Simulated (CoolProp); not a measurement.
Vapour-liquid equilibrium of propylene (1) + R22 (2) at 0.29 MPa; x and y are mole fractions of (1).

Computed with CoolProp (multi-fluid Helmholtz-energy mixture model, Lemmon 2013 and Kamei 1995; pair parameters Bell 2016).

| x | bubble temperature (°C) | y at the bubble point | dew temperature at overall composition x (°C) | liquid density (mol/L) |
|---|---|---|---|---|
| 0.05 | -16.5 | 0.079 | -16.2 | 15.32 |
| 0.2 | -18.7 | 0.272 | -17.9 | 15.05 |
| 0.35 | -20.1 | 0.422 | -19.5 | 14.77 |
| 0.5 | -21.1 | 0.551 | -20.8 | 14.51 |
| 0.65 | -21.7 | 0.673 | -21.6 | 14.25 |
| 0.8 | -21.9 | 0.800 | -21.9 | 14.01 |
| 0.95 | -21.7 | 0.945 | -21.7 | 13.77 |

y crosses x between x = 0.8 and 0.95: the model has an azeotrope there.

Pair parameters are fitted to limited data, so mixtures are less certain than the pure fluids.
